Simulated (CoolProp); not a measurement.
Computed with CoolProp (reference Helmholtz-energy equation of state, Lemmon 2013).

Question: For propylene, give the phase and the viscosity (µPa s), conductivity (mW/(m K)), fugacity coefficient at 187.85 °C and 1.37 MPa; 187.85 °C and 1.67 MPa; 187.85 °C and 2.13 MPa.

Answer: 
- 187.85 °C and 1.37 MPa: gas; viscosity 13.5, conductivity 39.3, fugacity coefficient 0.953
- 187.85 °C and 1.67 MPa: gas; viscosity 13.7, conductivity 39.8, fugacity coefficient 0.942
- 187.85 °C and 2.13 MPa: gas; viscosity 13.9, conductivity 40.5, fugacity coefficient 0.927

Viscosity comes from a separate model (Huber 2003), an estimate that may be off by 10 % or more. Thermal conductivity comes from a separate model (Huber 2003), an estimate that may be off by 10 % or more.
